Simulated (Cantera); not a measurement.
A closed system holds: 1 mol trisilylamine, 0.63 mol N2, 1.3 mol H2, held at 1698.15 K and 173 Torr.

Cantera equilibrium calculation (NASA polynomials, part measured and part estimated; ideal gas, pure solids and liquids). Candidate condensed phases: Si, Si3N4; 18 gas species. The feed counts by its element totals alone. Mutual solubility and eutectic melting of coexisting phases are not modelled. Gases not in the tables: Si2H6 and higher silanes. Kinetics and transport are ignored.

Base state: H2 0.993, N2 0.00656, H 0.000301, SiH2 1.39e-5 (mole fractions); condensed: Si(l) + Si3N4(s).

What changes in the equilibrium state with this change: trisilylamine replaced by SiH2Cl2?


```
species         before     after
-------------  -------  --------
H2               0.993     0.513
HCl                  0     0.280
SiCl2                0     0.107
SiCl3                0    0.0163
N2             0.00656    0.0764
SiCl4                0   0.00492
SiHCl3               0   0.00173
SiH2Cl2              0  0.000106
Cl                   0   9.19e-5
Si(l), mol        1.36         0
Si3N4(s), mol    0.546     0.181
```
The tables' values for SiCl3, SiCl are old estimates; treat these amounts as uncertain. Further candidate phases: NH4Cl.

What changes in the equilibrium state with this change: 0.76 mol CO2 added?


```json
[
 {"species": "H2", "before": "0.993", "after": "0.944"},
 {"species": "CO", "before": "0", "after": "0.0310"},
 {"species": "SiO", "before": "0", "after": "0.0240"},
 {"species": "H2O", "before": "0", "after": "4.53e-5"},
 {"species": "CH4", "before": "0", "after": "1.64e-5"},
 {"species": "N2", "before": "0.00656", "after": "0.000348"},
 {"species": "Si(l), mol", "before": "1.36", "after": "0"},
 {"species": "Si3N4(s), mol", "before": "0.546", "after": "0"},
 {"species": "SiC(s), mol", "before": "0", "after": "0.570"},
 {"species": "SiO2(condensed), mol", "before": "0", "after": "0.0270"},
 {"species": "Si2N2O(s), mol", "before": "0", "after": "1.13"}
]
```
The tables hold silica as quartz up to 1696 K and as liquid above; real silica turns to tridymite and cristobalite and melts near 1996 K. Further candidate phases: C, C6H6, C7H8, C8H18, H2O, SiC, SiO2, Si2N2O.

What changes in the equilibrium state with this change: temperature from 1698.15 K to 2050 K?


| species | before | after |
|---|---|---|
| H2 | 0.993 | 0.832 |
| N2 | 0.00656 | 0.163 |
| H | 0.000301 | 0.00432 |
| Si | 2.86e-6 | 0.000336 |
| SiN | 6.77e-8 | 1.51e-5 |
| Si2N | 1.23e-7 | 1.89e-5 |
| Si(l), mol | 1.36 | 3.00 |
| Si3N4(s), mol | 0.546 | 0 |
The tables' values for SiN are old estimates; treat these amounts as uncertain.
